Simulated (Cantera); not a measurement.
Standard-state values (1 bar) from the NASA 1993 polynomials, evaluated with Cantera. Values are per mole of reaction as written; species without (g) are pure solids or liquids, kept so even where they would boil at 1 bar.

Nb + O2(g) → NbO2(g)

```json
[
 {"T (K)": "300", "ΔH° (kJ)": "___", "ΔS° (J/K)": "___", "ΔG° (kJ)": "___", "log10 K": "___"},
 {"T (K)": "1450", "ΔH° (kJ)": "-208.5", "ΔS° (J/K)": "19.6", "ΔG° (kJ)": "-236.9", "log10 K": "8.53"},
 {"T (K)": "1500", "ΔH° (kJ)": "-209.0", "ΔS° (J/K)": "19.2", "ΔG° (kJ)": "-237.9", "log10 K": "8.28"},
 {"T (K)": "1550", "ΔH° (kJ)": "___", "ΔS° (J/K)": "___", "ΔG° (kJ)": "___", "log10 K": "___"},
 {"T (K)": "1600", "ΔH° (kJ)": "-210.0", "ΔS° (J/K)": "18.6", "ΔG° (kJ)": "-239.7", "log10 K": "7.83"},
 {"T (K)": "1650", "ΔH° (kJ)": "___", "ΔS° (J/K)": "___", "ΔG° (kJ)": "___", "log10 K": "___"},
 {"T (K)": "1700", "ΔH° (kJ)": "-211.1", "ΔS° (J/K)": "17.9", "ΔG° (kJ)": "-241.6", "log10 K": "7.42"}
]
```

**Question.** What belongs in the gaps?

**Answer.** 
- 300, ΔH° (kJ): -200.0
- 300, ΔS° (J/K): 31.2
- 300, ΔG° (kJ): -209.4
- 300, log10 K: 36.46
- 1550, ΔH° (kJ): -209.5
- 1550, ΔS° (J/K): 18.9
- 1550, ΔG° (kJ): -238.8
- 1550, log10 K: 8.05
- 1650, ΔH° (kJ): -210.5
- 1650, ΔS° (J/K): 18.3
- 1650, ΔG° (kJ): -240.7
- 1650, log10 K: 7.62
